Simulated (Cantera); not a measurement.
Feed: 1 mol SiH₄, 0.026 mol C₂H₄, 1800 mol H₂, at 1723 K.

Equilibrium computed with Cantera from the NASA thermochemical tables; the gas is ideal and each condensed phase is pure. Candidate condensed phases: C, C₆H₆, C₇H₈, C₈H₁₈, Si, SiC; 87 gas species. Mutual solubility and eutectic melting of coexisting phases are not modelled. Gases not in the tables: Si₂H₆ and higher silanes. Kinetics and transport are ignored.

Problem. At 240 Pa, list the 5 most abundant gas species with their mole fractions, and the condensed phases.

Solution. H₂ 0.996, H 0.00371, Si 0.000410, SiH 2.88e-5, SiH₂ 1.69e-5. Condensed: Si(l) + SiC(s).
